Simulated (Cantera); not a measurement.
Cantera with NASA thermochemical tables; ideal gases at 1 bar, condensed phases pure. Values are per mole of reaction as written; species without (g) are pure solids or liquids, kept so even where they would boil at 1 bar.

H2S(g) + 2 Na = Na2S + 2 H(g), with ΔH° = 90.5 kJ and ΔS° = 17.5 J/K at 300 K.

### Question
How far is the shortcut ΔG° ≈ ΔH°(300 K) − T·ΔS°(300 K) from the full temperature-dependent value at 423, 523, 623, 723, 823, 923, 1023, 1123, 1223, 1323 K?

### Answer
```csv
T (K),shortcut (kJ),full (kJ),difference (kJ),difference in log10 K,condensed phases
423,83.0,83.1,0.0,0.01,"Na(l), Na2S(s)"
523,81.3,81.4,-0.1,0.01,"Na(l), Na2S(s)"
623,79.5,79.2,0.4,-0.03,"Na(l), Na2S(s)"
723,77.8,76.5,1.3,-0.10,"Na(l), Na2S(s)"
823,76.0,73.3,2.7,-0.17,"Na(l), Na2S(s)"
923,74.3,69.8,4.5,-0.26,"Na(l), Na2S(s)"
1023,72.5,65.9,6.6,-0.34,"Na(l), Na2S(s)"
1123,70.8,61.7,9.1,-0.42,"Na(l), Na2S(s)"
1223,69.0,57.0,12.0,-0.51,"Na(l), Na2S(s)"
1323,67.3,51.4,15.9,-0.63,"Na(l), Na2S(s)"
```
The shortcut ignores heat capacities and the phase changes listed.
